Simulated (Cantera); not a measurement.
## ZrO2 + H2 + N2 (hydrogen reduction and annealing atmospheres)

Input: 1 mol ZrO2, 48 mol H2, 15 mol N2, equilibrated at 2023.15 K and 1 atm.

Equilibrium computed with Cantera from the NASA thermochemical tables; the gas is ideal and each condensed phase is pure. Candidate condensed phases: H2O, Zr, ZrN, ZrO2; 28 gas species. Mutual solubility and eutectic melting of coexisting phases are not modelled. ZrN: taken at fixed stoichiometry. Condensed phases not in the tables: solid solutions among these carbides, nitrides and lower oxides. The numbers say what is thermodynamically allowed, not how fast it happens.

| Quantity | Value |
|---|---|
| x(H2) | 0.760 |
| x(N2) | 0.238 |
| x(H) | 0.00165 |
| x(H2O) | 0.000146 |
| x(NH3) | 6.34e-6 |
| n(ZrN(s)) | 0.00461 mol |
| n(ZrO2(tetragonal)) | 0.995 mol |
| gas amount | 63.05 mol |
| log10 activity of Zr(β) (absent) | -4.34 |
